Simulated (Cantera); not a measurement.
Charge: 1 mol CO, 0.29 mol NH3, 0.19 mol N2, equilibrated at 2.00 bar.

Method: chemical equilibrium by Gibbs-energy minimisation in Cantera with the NASA 1993 tables (ideal gas, pure condensed phases). Candidate condensed phases: C, C6H6, C7H8, C8H18, H2O; 136 gas species. Kinetics and transport are ignored.

### Question
Which condensed phases are stable at each of these points (T (°C)): 650, 750, 850, 950, 1050, 1150, 1250, 1350, 1450?

### Answer
| T (°C) | condensed phases | C condensed (%) |
|---|---|---|
| 650 | C(graphite) | 42.6 |
| 750 | C(graphite) | 22.8 |
| 850 | C(graphite) | 7.5 |
| 950 | C(graphite) | 2.1 |
| 1050 | C(graphite) | 0.6 |
| 1150 | C(graphite) | 0.2 |
| 1250 | C(graphite) | 0.0 |
| 1350 | gas only | 0.0 |
| 1450 | gas only | 0.0 |

From 650 °C to 1250 °C the condensed part is C(graphite). From 1350 °C to 1450 °C nothing is condensed.
